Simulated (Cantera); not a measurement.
## Thermodynamics of abatement and gas-phase synthesis, feed NH3 + SO2 + O2

A closed system holds: 1 mol NH3, 0.0065 mol SO2, 0.45 mol O2, held at 0.00500 bar.

Equilibrium computed with Cantera from the NASA thermochemical tables; the gas is ideal and each condensed phase is pure. Candidate condensed phases: H2O, H2SO4, S; 60 gas species. Ions and electrons are included (thermal ionisation). The numbers say what is thermodynamically allowed, not how fast it happens.

```csv
T (K),x H,x H2O,x H2,x N2,x O,x N,x OH,x O2
2000,0.0124,0.444,0.291,0.247,5.90e-5,6.35e-9,0.00189,3.89e-5
2500,0.173,0.295,0.237,0.212,0.0215,1.90e-6,0.0447,0.0110
3000,0.581,0.0111,0.0678,0.126,0.166,7.00e-5,0.0315,0.0107
3500,0.670,6.95e-5,0.00644,0.113,0.202,0.00105,0.00333,0.000838
4000,0.675,1.10e-6,0.000897,0.108,0.205,0.00826,0.000484,9.44e-5
4500,0.666,4.08e-8,0.000185,0.0915,0.202,0.0385,0.000103,1.65e-5
5000,0.642,2.71e-9,4.98e-5,0.0530,0.195,0.108,2.82e-5,3.88e-6
```
x: gas mole fraction; nothing condenses.

From 2000 K to 5000 K nothing is condensed.
